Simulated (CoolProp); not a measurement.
n-dodecane along the isotherm 620 K: fugacity coefficient from the reference equation and from simpler models built on Tc = 658.1 K, pc = 1.818 MPa, ω = 0.574; each cubic takes its own stable root.

The numbers come from the reference Helmholtz-energy equation of state, Lemmon 2004 in CoolProp. It is a short technical equation, of lower accuracy than the large ones.

```json
[
 {"p (MPa)": "0.21", "phase": "gas", "reference": "0.9421"},
 {"p (MPa)": "0.419", "phase": "gas", "reference": "0.8860"},
 {"p (MPa)": "0.629", "phase": "gas", "reference": "0.8308"},
 {"p (MPa)": "0.839", "phase": "gas", "reference": "0.7763"},
 {"p (MPa)": "1.05", "phase": "gas", "reference": "0.7215"},
 {"p (MPa)": "1.26", "phase": "liquid", "reference": "0.6203"},
 {"p (MPa)": "1.47", "phase": "liquid", "reference": "0.5403"},
 {"p (MPa)": "1.68", "phase": "liquid", "reference": "0.4803"},
 {"p (MPa)": "1.89", "phase": "liquid", "reference": "0.4337"},
 {"p (MPa)": "2.1", "phase": "liquid", "reference": "0.3965"},
 {"p (MPa)": "2.31", "phase": "liquid", "reference": "0.3660"},
 {"p (MPa)": "2.52", "phase": "liquid", "reference": "0.3407"},
 {"p (MPa)": "2.73", "phase": "liquid", "reference": "0.3194"}
]
```

### Question
How far does each simpler model (van der Waals, Redlich-Kwong, Soave-Redlich-Kwong, Peng-Robinson) lie from the reference over these 13 states: mean and median of the absolute difference, and the worst?

### Answer
- van der Waals: mean 23.6 %, median 31.1 %, worst +40.8 % at 620 K and 2.73 MPa
- Redlich-Kwong: mean 14.2 %, median 19.0 %, worst +23.0 % at 620 K and 2.73 MPa
- Soave-Redlich-Kwong: mean 6.3 %, median 7.3 %, worst +10.0 % at 620 K and 2.73 MPa
- Peng-Robinson: mean 3.3 %, median 3.9 %, worst +5.1 % at 620 K and 2.73 MPa

At some of these states van der Waals, Redlich-Kwong gives the other phase, because its saturation line lies elsewhere.
